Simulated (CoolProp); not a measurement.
Properties of C3F8 (R218) at several states (Tc = 345.0 K, pc = 2.640 MPa, ω = 0.317).

The numbers come from the reference Helmholtz-energy equation of state, Lemmon 2006 in CoolProp. It is a short technical equation, of lower accuracy than the large ones.

```tsv
T (K)	p (MPa)	phase	density (kg/m³)	cp (kJ/(kg K))	Joule-Thomson coefficient (K/MPa)	isothermal compressibility (1/MPa)	fugacity coefficient
214	0.292	liquid	1697	0.9275	-0.3425	[?]	0.1103
200.3	0.243	liquid	1746	0.9014	-0.3761	0.001698	[?]
268.2	12.4	liquid	[?]	1.004	-0.2573	0.003235	0.04940
286.3	5.24	liquid	[?]	1.071	-0.08119	0.006153	0.1304
179	11.1	liquid	1844	[?]	-0.4345	[?]	0.0005211
```

What belongs in the gaps?


- 214, isothermal compressibility (1/MPa): 0.002080
- 200.3, fugacity coefficient: 0.05720
- 268.2, density (kg/m³): 1555
- 286.3, density (kg/m³): 1438
- 179, cp (kJ/(kg K)): 0.8567
- 179, isothermal compressibility (1/MPa): 0.001089
